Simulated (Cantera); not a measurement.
What does this Cantera script print?

```python
import numpy as np
import cantera as ct

gas_names = """
    C CH CH2 CH3 CH2OH CH3O CH4 CH3OH CO CO2 COOH C2 C2H CHCO,ketyl C2H2,acetylene C2H2,vinylidene
    CH2CO,ketene C2H3,vinyl CH3CO,acetyl C2H4 C2H4O,ethylen CH3CHO,ethanal CH3COOH (HCOOH)2 C2H5 C2H6
    CH3OCH3 C2H5OH C2O C3 C3H3,propargyl C3H4,allene C3H4,propyne C3H4,cyclo- C3H5,allyl C3H6,propylene
    C3H6,cyclo- C3H6O C3H7,n-propyl C3H7,i-propyl C3H8 C3H8O,1propanol C3H8O,2propanol C3O2 C4 C4H2
    C4H4,1,3-cyclo- C4H6,butadiene C4H6,2-butyne C4H6,cyclo- C4H8,1-butene C4H8,cis2-buten
    C4H8,tr2-butene C4H8,isobutene C4H8,cyclo- (CH3COOH)2 C4H9,n-butyl C4H9,i-butyl C4H9,s-butyl
    C4H9,t-butyl C4H10,isobutane C4H10,n-butane C5 C5H6,1,3cyclo- C5H8,cyclo- C5H10,1-pentene
    C5H10,cyclo- C5H11,pentyl C5H11,t-pentyl C5H12,n-pentane C5H12,i-pentane CH3C(CH3)2CH3 C6H2
    C6H5,phenyl C6H5O,phenoxy C6H6 C6H5OH,phenol C6H10,cyclo- C6H12,1-hexene C6H12,cyclo- C6H13,n-hexyl
    C7H7,benzyl C7H8 C7H8O,cresol C7H14,1-heptene C7H15,n-heptyl C7H16,n-heptane C8H8,styrene
    C8H10,ethylbenz C8H16,1-octene C8H17,n-octyl C8H18,isooctane C8H18,n-octane C9H19,n-nonyl
    C10H8,naphthale C10H21,n-decyl C12H9,o-bipheny C12H10,bipheny Ca CaO CaOH CaO2H2 Ca2 H HCO HO2 H2
    HCHO,formaldehy HCOOH H2O H2O2 O OH O2 O3
""".split()
cond_names = """
    C(gr) C6H6(L) C7H8(L) C8H18(L),n-octa Ca(a) Ca(b) Ca(L) CaCO3(caL) CaO(s) CaO(L) CaO2H2(s) H2O(s)
    H2O(L)
""".split()


def load(file, names, dense=False):
    # The tables refer to 1 bar. Condensed volumes are neglected.
    table = {s.name: s for s in ct.Species.list_from_file(file)}
    out = []
    for n in names:
        d = dict(table[n].input_data)
        d["thermo"] = dict(d["thermo"], **{"reference-pressure": 1e5})
        if dense:
            d["equation-of-state"] = {"model": "constant-volume", "density": "1e6 g/cm^3"}
        out.append(ct.Species.from_dict(d))
    return out


gas = ct.Solution(thermo="ideal-gas", species=load("nasa_gas.yaml", gas_names))
cond = {s.name: ct.Solution(thermo="fixed-stoichiometry", species=[s], name=s.name)
        for s in load("nasa_condensed.yaml", cond_names, dense=True)}
atoms = {
    'CaCO3': {'Ca': 1, 'C': 1, 'O': 3},
    'CO2': {'C': 1, 'O': 2},
    'H2': {'H': 2},
}
top_T = {'C(gr)': 4500}  # K; cautious upper limits of use, not melting points


def equilibrate(T, P, feed):
    n = {}
    for name, mol in feed.items():
        for a, k in atoms[name].items():
            n[a] = n.get(a, 0.0) + k * mol
    gas.TPX = T, P, n
    mass = sum(n.values()) * gas.mean_molecular_weight
    gas.equilibrate("TP")
    valid = [c for c in cond.values() if c.min_temp <= T <= top_T.get(c.name, c.max_temp)]
    mix = ct.Mixture([(gas, mass / gas.mean_molecular_weight)] + [(c, 0.0) for c in valid])
    mix.T, mix.P = T, P
    mix.equilibrate("TP", solver="vcs", rtol=1e-11, max_steps=5000)
    return mix


results = []
feed = {'CaCO3': 1, 'CO2': 1.3, 'H2': 0.023}  # mol
P = 17000  # Pa
for T in [850, 925, 1000, 1075, 1150, 1225, 1300, 1375, 1450, 1525, 1600]:
    mix = equilibrate(T, P, feed)
    results.append((T, P, feed, dict(zip(mix.species_names, mix.species_moles))))

top = {s: max(r[3][s] / sum(r[3][g] for g in gas_names) for r in results) for s in gas_names}
cols = sorted((s for s in top if top[s] > 0.001), key=lambda s: -top[s])[:7]
seen = [c for c in cond_names if any(r[3].get(c, 0) > 1e-12 for r in results)]
print("log10 of partial pressures in bar; condensed amounts in mol")
print(f"{'T/K':>10s}" + "".join(f"{s[:9]:>10s}" for s in cols + seen))
for T, P, feed, n in results:
    ng = sum(n[g] for g in gas_names)
    print(f"{T:10.4g}" + "".join(f"{np.log10(max(n[s] / ng * P / 1e5, 1e-99)):10.3f}" for s in cols)
          + "".join(f"{n.get(c, 0):10.4g}" for c in seen))
```

Result:

```
log10 of partial pressures in bar; condensed amounts in mol
       T/K       CO2        CO       H2O CaCO3(caL    CaO(s)
       850    -0.785    -2.551    -2.551         1         0
       925    -0.785    -2.544    -2.544         1         0
      1000    -0.785    -2.540    -2.540         1         0
      1075    -0.778    -2.779    -2.779         0         1
      1150    -0.778    -2.778    -2.778         0         1
      1225    -0.778    -2.777    -2.777         0         1
      1300    -0.778    -2.776    -2.776         0         1
      1375    -0.778    -2.776    -2.776         0         1
      1450    -0.778    -2.776    -2.776         0         1
      1525    -0.778    -2.775    -2.776         0         1
      1600    -0.778    -2.773    -2.776         0         1
```

Equilibrium computed with Cantera from the NASA thermochemical tables; the gas is ideal and each condensed phase is pure.
